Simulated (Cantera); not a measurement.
Cantera run, input and output.

```python
import numpy as np
import cantera as ct

gas = ct.Solution("gri30.yaml")
gas.TPX = 1250, 4100, {'N2O': 0.54, 'H2O': 0.018}
reactor = ct.IdealGasConstPressureReactor(gas, energy="off", clone=False)
net = ct.ReactorNet([reactor])
net.rtol, net.atol = 1e-08, 1e-18
show = ['N2O', 'H2O', 'OH', 'H', 'HO2', 'H2']
times = np.geomspace(0.0008, 6, 13)

steps = ct.SolutionArray(gas, extra=["t"])
rows = []
print(f"{'t/s':>10s}{'T/K':>9s}{'P/Pa':>11s}" + "".join(f"{s:>11s}" for s in show))
for t in times:
    while net.time < t:
        t_next = net.step()
        steps.append(gas.state, t=t_next)
    rows.append([np.interp(t, steps.t, y) for y in (steps.T, steps.P, *steps(*show).X.T)])
    print(f"{t:10.3e}{rows[-1][0]:9.1f}{rows[-1][1]:11.4g}" + "".join(f"{x:11.3e}" for x in rows[-1][2:]))
rate = np.gradient(steps.T, steps.t)
print("integrator steps:", len(steps.t))
if steps.T.max() > steps.T[0] + 200:
    print(f"time of steepest temperature rise: {steps.t[rate.argmax()]:.4e} s")
gas.TPX = 1250, 4100, {'N2O': 0.54, 'H2O': 0.018}
gas.equilibrate("TP")
print(f"equilibrium (TP): T = {gas.T:.1f} K  " + "  ".join(f"{s} {gas[s].X[0]:.3e}" for s in show))
```

It prints:

```
       t/s      T/K       P/Pa        N2O        H2O         OH          H        HO2         H2
 8.000e-04   1250.0       4100  9.677e-01  3.226e-02  1.654e-06  4.191e-10  9.218e-08  1.004e-10
 1.683e-03   1250.0       4100  9.676e-01  3.225e-02  3.554e-06  9.474e-10  4.424e-07  7.760e-10
 3.539e-03   1250.0       4100  9.674e-01  3.225e-02  6.731e-06  1.936e-09  1.747e-06  4.740e-09
 7.445e-03   1250.0       4100  9.670e-01  3.224e-02  1.080e-05  3.417e-09  4.869e-06  2.127e-08
 1.566e-02   1250.0       4100  9.661e-01  3.223e-02  1.451e-05  4.689e-09  7.171e-06  6.562e-08
 3.294e-02   1250.0       4100  9.643e-01  3.221e-02  1.747e-05  5.270e-09  6.251e-06  1.351e-07
 6.928e-02   1250.0       4100  9.605e-01  3.217e-02  2.018e-05  5.582e-09  4.904e-06  1.850e-07
 1.457e-01   1250.0       4100  9.525e-01  3.208e-02  2.280e-05  5.633e-09  3.739e-06  1.598e-07
 3.065e-01   1250.0       4100  9.360e-01  3.190e-02  2.539e-05  5.474e-09  2.685e-06  1.044e-07
 6.447e-01   1250.0       4100  9.029e-01  3.154e-02  2.804e-05  5.397e-09  1.732e-06  7.603e-08
 1.356e+00   1250.0       4100  8.383e-01  3.084e-02  3.027e-05  5.564e-09  9.855e-07  6.431e-08
 2.853e+00   1250.0       4100  7.216e-01  2.957e-02  3.143e-05  6.043e-09  4.953e-07  6.131e-08
 6.000e+00   1250.0       4100  5.373e-01  2.757e-02  3.127e-05  7.044e-09  2.172e-07  6.526e-08
integrator steps: 1166
equilibrium (TP): T = 1250.0 K  N2O 4.029e-09  H2O 2.174e-02  OH 6.668e-06  H 1.942e-10  HO2 6.672e-09  H2 6.529e-09
```

Cantera simulation using GRI-Mech 3.0 (53 species, 325 reactions); the numbers are that mechanism's predictions, not measurements. GRI-Mech 3.0 was tuned for natural gas; its chemistry of N2O as a main component is partial and can be far from experiment. Radical loss at walls, strong at low pressure, is not modelled. The mechanism lacks the step 2 NO + O2 → 2 NO2, which can matter for NO2 below about 1400 K. The temperature is held fixed by assumption; the heat of reaction is taken as removed at once.
